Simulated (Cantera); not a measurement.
Low-pressure radical oxidation in H2/O2

An isothermal, constant-pressure homogeneous reactor starts with H2 : O2 = 0.16 : 1 (molar parts), at 1348 K and 0.0267 bar.

Computed with Cantera and the H2/O2 subset of GRI-Mech 3.0, which has no nitrogen chemistry. Radical loss at walls, strong at low pressure, is not modelled. The temperature is held fixed by assumption; the heat of reaction is taken as removed at once.

| t (s) | x H2 | x O2 | x OH | x H2O | x O | x HO2 | x H |
|---|---|---|---|---|---|---|---|
| 0.000100 | 0.138 | 0.862 | 1.09e-6 | 2.64e-6 | 1.44e-6 | 2.67e-7 | 1.45e-6 |
| 0.000285 | 0.132 | 0.858 | 0.00155 | 0.00417 | 0.00209 | 4.16e-6 | 0.00207 |
| 0.000811 | 0.00508 | 0.770 | 0.0117 | 0.112 | 0.0693 | 9.71e-6 | 0.0316 |
| 0.00231 | 0.00420 | 0.787 | 0.0108 | 0.120 | 0.0552 | 9.79e-6 | 0.0227 |
| 0.00658 | 0.00242 | 0.817 | 0.00830 | 0.133 | 0.0297 | 9.16e-6 | 0.00903 |
| 0.0187 | 0.000652 | 0.842 | 0.00436 | 0.144 | 0.00768 | 5.82e-6 | 0.00119 |
| 0.0534 | 9.82e-5 | 0.850 | 0.00170 | 0.147 | 0.00115 | 1.85e-6 | 6.87e-5 |
| 0.152 | 1.51e-5 | 0.851 | 0.000671 | 0.148 | 0.000177 | 4.17e-7 | 4.16e-6 |
| 0.433 | 2.98e-6 | 0.852 | 0.000299 | 0.148 | 3.51e-5 | 1.16e-7 | 3.69e-7 |
| 1.23 | 7.51e-7 | 0.852 | 0.000151 | 0.148 | 8.90e-6 | 6.59e-8 | 4.71e-8 |
| 3.51 | 2.69e-7 | 0.852 | 9.03e-5 | 0.148 | 3.20e-6 | 7.41e-8 | 1.02e-8 |
| 10.0 | 1.97e-7 | 0.852 | 7.72e-5 | 0.148 | 2.34e-6 | 8.15e-8 | 6.37e-9 |
x: mole fraction; the columns are a selection and need not sum to one.

Equilibrium at this temperature and pressure: H2 1.95e-7, O2 0.852, OH 7.70e-5, H2O 0.148, O 2.32e-6, HO2 8.17e-8, H 6.31e-9 (gas phase only).
